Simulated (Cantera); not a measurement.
Low-pressure radical oxidation in H2/O2

An isothermal, constant-pressure homogeneous reactor starts with H2 : O2 = 0.099 : 1 (molar parts), equivalence ratio 0.050, at 1050 K and 0.975 Torr.

Cantera simulation using the H2/O2 subset of GRI-Mech 3.0, which has no nitrogen chemistry; the numbers are that mechanism's predictions, not measurements. Radical loss at walls, strong at low pressure, is not modelled. The temperature is held fixed by assumption; the heat of reaction is taken as removed at once.

```csv
t (s),x H2,x O2,x HO2,x H2O2,x H2O,x O
0.000100,0.0901,0.910,2.85e-11,<1e-12,<1e-12,1.31e-12
0.000339,0.0901,0.910,9.66e-11,<1e-12,2.98e-12,1.38e-11
0.00115,0.0901,0.910,3.28e-10,<1e-12,8.18e-11,1.33e-10
0.00389,0.0901,0.910,1.11e-9,<1e-12,2.24e-9,1.63e-9
0.0132,0.0901,0.910,4.12e-9,4.11e-12,4.91e-7,2.56e-7
0.0447,0.0124,0.863,8.11e-7,3.15e-8,0.0599,0.0286
0.152,0.00204,0.855,7.90e-7,1.11e-8,0.0748,0.0413
0.514,0.00164,0.867,7.94e-7,1.26e-8,0.0803,0.0315
1.74,0.000756,0.890,7.25e-7,1.59e-8,0.0892,0.0135
5.90,0.000116,0.903,4.03e-7,1.64e-8,0.0936,0.00201
20.0,1.01e-5,0.905,9.97e-8,9.05e-9,0.0942,0.000175
```
x: mole fraction; the columns are a selection and need not sum to one.

Equilibrium at this temperature and pressure: H2 1.00e-9, O2 0.906, HO2 1.10e-9, H2O2 1.68e-11, H2O 0.0943, O 1.78e-8 (gas phase only).
